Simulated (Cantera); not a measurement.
Cantera with NASA thermochemical tables; ideal gases at 1 bar, condensed phases pure. Values are per mole of reaction as written; species without (g) are pure solids or liquids, kept so even where they would boil at 1 bar.

O(g) + 2 H(g) + LiCl ⇌ HCl(g) + LiOH

| T (K) | ΔH° (kJ) | ΔS° (J/K) | ΔG° (kJ) | log10 K |
|---|---|---|---|---|
| 1150 | [?] | [?] | [?] | [?] |
| 1200 | -866.5 | -239.8 | -578.7 | 25.19 |
| 1250 | -866.7 | -240.0 | -566.7 | 23.68 |
| 1300 | [?] | [?] | [?] | [?] |
| 1350 | -867.0 | -240.2 | -542.7 | 21.00 |
| 1400 | -867.1 | -240.3 | -530.7 | 19.80 |
| 1450 | -867.2 | -240.4 | -518.7 | 18.68 |
| 1500 | -867.2 | -240.4 | -506.7 | 17.64 |

Fill in the missing entries.


- 1150, ΔH° (kJ): -866.2
- 1150, ΔS° (J/K): -239.6
- 1150, ΔG° (kJ): -590.7
- 1150, log10 K: 26.83
- 1300, ΔH° (kJ): -866.9
- 1300, ΔS° (J/K): -240.1
- 1300, ΔG° (kJ): -554.7
- 1300, log10 K: 22.29
